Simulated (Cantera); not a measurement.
Charge: 1 mol Si, 0.99 mol Cl2, 7.1 mol H2, at 0.160 bar.

Equilibrium computed with Cantera from the NASA thermochemical tables; the gas is ideal and each condensed phase is pure. Candidate condensed phases: Si; 19 gas species. The tables' values for SiCl3 are old estimates; treat these amounts as uncertain. The numbers say what is thermodynamically allowed, not how fast it happens. All values below are at 652 °C.

Base state: H2 0.923, SiCl4 0.0472, SiHCl3 0.0207, HCl 0.00765, SiH2Cl2 0.000891, SiCl3 0.000330, SiCl2 9.15e-5 (mole fractions); condensed: Si(s).

Problem. What changes in the equilibrium state with this change: Cl2 from 0.99 to 1.7 mol?

Solution. 
```tsv
species	before	after
H2	0.923	0.878
SiCl4	0.0472	0.0816
SiHCl3	0.0207	0.0304
SiCl3	0.000330	0.000497
SiCl2	9.15e-5	0.000120
SiH2Cl2	0.000891	0.00111
Si(s), mol	0.476	0.101
```
